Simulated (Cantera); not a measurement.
## Premixed flame

A freely propagating, adiabatic, planar premixed flame of 18.8 % H₂, 17.1 % O₂, 64.2 % N₂, equivalence ratio 0.55, unburnt at 475 K and 11000 Pa; mixture-averaged transport, grid criteria slope 0.08 and curve 0.16, no radiation.

Model: the H2/O2 subset of GRI-Mech 3.0, which has no nitrogen chemistry, integrated in Cantera. Burning velocities carry a grid error of a few per cent, more on coarse grids. Lean hydrogen flames are cellular in practice and burn faster than this planar one.

| z (mm) | T (K) | u (m/s) | x H₂ | x O₂ | x H | x O | x H₂O₂ | x HO₂ |
|---|---|---|---|---|---|---|---|---|
| -21.1 | 475 | 2.33 | 0.188 | 0.171 | <1e-8 | <1e-8 | <1e-8 | <1e-8 |
| -14.1 | 475 | 2.33 | 0.188 | 0.171 | <1e-8 | <1e-8 | <1e-8 | <1e-8 |
| -10.5 | 475 | 2.33 | 0.188 | 0.171 | <1e-8 | <1e-8 | <1e-8 | <1e-8 |
| -7.03 | 475 | 2.33 | 0.188 | 0.171 | 1.74e-8 | <1e-8 | <1e-8 | 3.82e-7 |
| -3.51 | 492 | 2.40 | 0.182 | 0.171 | 0.000130 | 6.81e-6 | 4.13e-6 | 7.34e-5 |
| -1.76 | 667 | 3.19 | 0.152 | 0.167 | 0.00433 | 0.000164 | 3.79e-6 | 4.10e-5 |
| 0 | 1002 | 4.66 | 0.0747 | 0.138 | 0.0238 | 0.00440 | 7.39e-7 | 1.83e-5 |
| 1.76 | 1245 | 5.74 | 0.0210 | 0.0985 | 0.0325 | 0.0118 | 1.04e-6 | 1.06e-5 |
| 3.51 | 1364 | 6.26 | 0.0130 | 0.0895 | 0.0273 | 0.0132 | 8.31e-7 | 8.08e-6 |
| 7.03 | 1489 | 6.79 | 0.0113 | 0.0865 | 0.0188 | 0.0118 | 5.10e-7 | 6.26e-6 |
| 14.1 | 1609 | 7.28 | 0.00911 | 0.0847 | 0.0112 | 0.00922 | 2.69e-7 | 4.73e-6 |
| 28.1 | 1713 | 7.69 | 0.00627 | 0.0838 | 0.00545 | 0.00615 | 1.42e-7 | 3.33e-6 |
| 56.2 | 1790 | 7.99 | 0.00359 | 0.0836 | 0.00211 | 0.00344 | 8.06e-8 | 2.09e-6 |
x: mole fraction of selected species; z is measured from the peak of heat release.

```
Quantity                     Value
------------------------  --------
laminar burning velocity  233 cm/s
thermal thickness          7.03 mm
peak x(H)                   0.0328
peak x(O)                   0.0132
peak x(H₂O₂)               6.13e-6
peak x(HO₂)                7.38e-5
```
